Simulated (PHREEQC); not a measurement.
A solution holds 34 mmol/kgw HF and 1 mmol/kgw Na2HPO4, at 20 °C. Closed to the air; pH follows from the charge balance.

All values are PHREEQC results (ion-association model, phreeqc.dat), not measurements.

Each row changes one thing in this solution. Precipitation was switched off in this run.

```json
[
 {"case": "as made", "pH": "2.38", "ionic strength (mol/kgw)": "0.00648"},
 {"case": "temperature from 20 to 25 °C", "pH": "2.40", "ionic strength (mol/kgw)": "0.00628"},
 {"case": "temperature from 20 to 90 °C", "pH": "2.71", "ionic strength (mol/kgw)": "0.00409"},
 {"case": "HF from 0.034 to 0.017 mol/kgw", "pH": "2.58", "ionic strength (mol/kgw)": "0.00478"},
 {"case": "HF left out", "pH": "9.12", "ionic strength (mol/kgw)": "0.00298"},
 {"case": "Na2HPO4 left out", "pH": "2.32", "ionic strength (mol/kgw)": "0.00514"},
 {"case": "Na2HPO4 replaced by NaHS at the same molality", "pH": "2.37", "ionic strength (mol/kgw)": "0.00563"}
]
```

At this temperature some constants are extrapolated from 25 °C, and those without enthalpy data are left unchanged.
